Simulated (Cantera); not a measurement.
A Cantera script and what it prints.

```python
import numpy as np
import cantera as ct

gas_names = """
    N NO NO2 NO3 N2 N2O O O2 O3 Si SiN SiO SiO2 Si2 Si2N Si3
""".split()
cond_names = """
    Si(cr) Si(L) SiO2(Lqz) SiO2(hqz) SiO2(L) Si2N2O(s) Si3N4(a)
""".split()


# ... load() reads the species with a 1 bar reference pressure and builds the phases ...
atoms = {
    'Si': {'Si': 1},
    'O2': {'O': 2},
    'N2': {'N': 2},
}
top_T = {'Si2N2O(s)': 2100, 'Si3N4(a)': 2400}  # K; cautious upper limits of use, not melting points


# ... equilibrate(T, P, feed) seeds the gas with the atoms and calls Mixture.equilibrate('TP', solver="vcs", rtol=1e-11, max_steps=5000) ...
results = []
feed = {'Si': 1, 'O2': 0.56, 'N2': 1.5}  # mol
P = 160000  # Pa
for T in [1748, 1798, 1848, 1898, 1948, 1998, 2048]:
    mix = equilibrate(T, P, feed)
    results.append((T, P, feed, dict(zip(mix.species_names, mix.species_moles))))

top = {s: max(r[3][s] / sum(r[3][g] for g in gas_names) for r in results) for s in gas_names}
cols = sorted((s for s in top if top[s] > 1e-06), key=lambda s: -top[s])[:8]
seen = [c for c in cond_names if any(r[3].get(c, 0) > 1e-12 for r in results)]
print("log10 of partial pressures in bar; condensed amounts in mol")
print(f"{'T/K':>10s}" + "".join(f"{s[:9]:>10s}" for s in cols + seen))
for T, P, feed, n in results:
    ng = sum(n[g] for g in gas_names)
    print(f"{T:10.4g}" + "".join(f"{np.log10(max(n[s] / ng * P / 1e5, 1e-99)):10.3f}" for s in cols)
          + "".join(f"{n.get(c, 0):10.4g}" for c in seen))
```

Result:

```
log10 of partial pressures in bar; condensed amounts in mol
       T/K        N2       SiO        Si   SiO2(L) Si2N2O(s)
      1748     0.204    -3.257    -9.070    0.4132    0.2932
      1798     0.204    -2.847    -8.435     0.413     0.293
      1848     0.203    -2.460    -7.834    0.4125    0.2925
      1898     0.202    -2.094    -7.265    0.4113    0.2913
      1948     0.199    -1.748    -6.725    0.4088    0.2888
      1998     0.194    -1.418    -6.210    0.4034    0.2834
      2048     0.182    -1.103    -5.716    0.3921    0.2721
```

Equilibrium computed with Cantera from the NASA thermochemical tables; the gas is ideal and each condensed phase is pure. Mutual solubility and eutectic melting of coexisting phases are not modelled. The tables hold silica as quartz up to 1696 K and as liquid above; real silica turns to tridymite and cristobalite and melts near 1996 K.
